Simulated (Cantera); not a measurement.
A closed system holds: 1 mol SiCl4, 63 mol H2, held at 0.100 bar.

These are equilibrium values from Cantera (NASA tables, ideal gas, pure condensed phases), not measurements of a reactor. Candidate condensed phases: Si; 19 gas species. The tables' values for SiCl3 are old estimates; treat these amounts as uncertain. The numbers say what is thermodynamically allowed, not how fast it happens. All values below are at 1350 K.

Base state: H2 0.948, HCl 0.0449, SiCl2 0.00600, SiCl3 0.000640, SiHCl3 0.000412, SiCl4 0.000341, SiH2Cl2 7.25e-5 (mole fractions); condensed: Si(s).

What changes in the equilibrium state with this change: H2 from 63 to 750 mol?


```json
[
 {"species": "H2", "before": "0.948", "after": "0.995"},
 {"species": "HCl", "before": "0.0449", "after": "0.00516"},
 {"species": "SiCl2", "before": "0.00600", "after": "7.53e-5"},
 {"species": "SiCl4", "before": "0.000341", "after": "5.38e-8"},
 {"species": "SiCl3", "before": "0.000640", "after": "9.01e-7"},
 {"species": "SiHCl3", "before": "0.000412", "after": "5.94e-7"},
 {"species": "Si(s), mol", "before": "0.515", "after": "0.941"}
]
```
